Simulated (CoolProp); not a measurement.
Values from CoolProp's reference Helmholtz-energy equation of state, Lemmon 2006. It is a short technical equation, of lower accuracy than the large ones.

Give the vapour pressure (bar), liquid density (kg/m³), liquid cp (kJ/(kg K)), surface tension (mN/m) of saturated C2F6 (R116) at 223.5 K.


```json
[
 {"T (K)": "223.5", "p (bar)": "3.75", "liquid density (kg/m³)": "1470", "liquid cp (kJ/(kg K))": "1.03", "surface tension (mN/m)": "7.28"}
]
```

Surface tension comes from a separate correlation (Mulero 2012).
